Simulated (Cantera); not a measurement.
Thermodynamics of nitride etching, feed BN + Cl₂ + H₂ + NF₃

Charge: 1 mol BN, a varied amount of Cl₂, 2.3 mol H₂, 5.7 mol NF₃, at 1250 K and 1330 Pa.

These are equilibrium values from Cantera (NASA tables, ideal gas, pure condensed phases), not measurements of a reactor. Candidate condensed phases: B, BN, NH₄Cl; 40 gas species. The numbers say what is thermodynamically allowed, not how fast it happens.

```json
[
 {"n(Cl₂) (mol)": "3", "x Cl₂": "0.00204", "x ClF": "0.317", "x HF": "0.248", "x F": "0.194", "x N₂": "0.181", "x BF₃": "0.0540", "x Cl": "0.00305"},
 {"n(Cl₂) (mol)": "3.7", "x Cl₂": "0.00647", "x ClF": "0.378", "x HF": "0.246", "x F": "0.130", "x N₂": "0.179", "x BF₃": "0.0536", "x Cl": "0.00543"},
 {"n(Cl₂) (mol)": "4.7", "x Cl₂": "0.0274", "x ClF": "0.424", "x HF": "0.240", "x F": "0.0709", "x N₂": "0.175", "x BF₃": "0.0521", "x Cl": "0.0112"},
 {"n(Cl₂) (mol)": "5.9", "x Cl₂": "0.0701", "x ClF": "0.425", "x HF": "0.227", "x F": "0.0444", "x N₂": "0.166", "x BF₃": "0.0494", "x Cl": "0.0179"},
 {"n(Cl₂) (mol)": "7.4", "x Cl₂": "0.126", "x ClF": "0.406", "x HF": "0.212", "x F": "0.0316", "x N₂": "0.154", "x BF₃": "0.0461", "x Cl": "0.0240"},
 {"n(Cl₂) (mol)": "9.3", "x Cl₂": "0.190", "x ClF": "0.378", "x HF": "0.195", "x F": "0.0240", "x N₂": "0.142", "x BF₃": "0.0423", "x Cl": "0.0294"},
 {"n(Cl₂) (mol)": "12", "x Cl₂": "0.266", "x ClF": "0.342", "x HF": "0.174", "x F": "0.0183", "x N₂": "0.127", "x BF₃": "0.0379", "x Cl": "0.0349"},
 {"n(Cl₂) (mol)": "15", "x Cl₂": "0.335", "x ClF": "0.307", "x HF": "0.156", "x F": "0.0147", "x N₂": "0.114", "x BF₃": "0.0339", "x Cl": "0.0391"},
 {"n(Cl₂) (mol)": "18", "x Cl₂": "0.392", "x ClF": "0.279", "x HF": "0.141", "x F": "0.0123", "x N₂": "0.103", "x BF₃": "0.0307", "x Cl": "0.0423"},
 {"n(Cl₂) (mol)": "23", "x Cl₂": "0.465", "x ClF": "0.242", "x HF": "0.122", "x F": "0.00980", "x N₂": "0.0887", "x BF₃": "0.0265", "x Cl": "0.0461"},
 {"n(Cl₂) (mol)": "29", "x Cl₂": "0.531", "x ClF": "0.208", "x HF": "0.105", "x F": "0.00790", "x N₂": "0.0762", "x BF₃": "0.0227", "x Cl": "0.0492"}
]
```
x: gas mole fraction; nothing condenses.

From 3 mol Cl₂ to 29 mol Cl₂ nothing is condensed. The main B-bearing gas is BF₃ throughout.
